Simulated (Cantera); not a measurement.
Input: 1 mol PbO, 4.4 mol C, 1.6 mol CO, held at 92.0 mbar.

These are equilibrium values from Cantera (NASA tables, ideal gas, pure condensed phases), not measurements of a reactor. Candidate condensed phases: C, Pb, PbO, PbO2, Pb3O4; 15 gas species. Equilibrium is a limit: real reactors are often held back by kinetics, nucleation or transport.

Question: At 1723 K, list the 3 most abundant gas species with their mole fractions, and the condensed phases.

Answer: CO 0.722, Pb 0.278, Pb2 6.37e-5. Condensed: C(graphite).
